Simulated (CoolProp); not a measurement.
A single-stage vapour-compression cycle with vinyl chloride: evaporating at 267.15 K (dew point), condensing at 328.15 K (bubble point), superheat 5 K, subcooling 0 K, compressor efficiency 0.7, no pressure losses. Each further row changes one setting.

The numbers come from the reference Helmholtz-energy equation of state, Thol 2022 in CoolProp.

| case | cooling COP | pressure ratio | discharge temperature (K) | refrigerating effect (kJ/kg) | volumetric capacity (kJ/m³) |
|---|---|---|---|---|---|
| as stated | ? | 6.39 | 394.5 | 259 | 1030 |
| evaporating temperature 272.15 K | 2.78 | ? | 387.7 | 262 | 1240 |
| condensing temperature 323.15 K | 2.74 | 5.65 | 386.0 | 267 | 1060 |
| subcooling 5 K | 2.54 | 6.39 | 394.5 | 267 | 1060 |
| superheat 15 K | 2.44 | 6.39 | ? | 268 | 1020 |
| compressor efficiency 0.6 | ? | 6.39 | 410.3 | 259 | 1030 |

Q: Some entries are withheld; supply them.

A: 
- as stated, cooling COP: 2.46
- evaporating temperature 272.15 K, pressure ratio: 5.30
- superheat 15 K, discharge temperature (K): 405.9
- compressor efficiency 0.6, cooling COP: 2.11
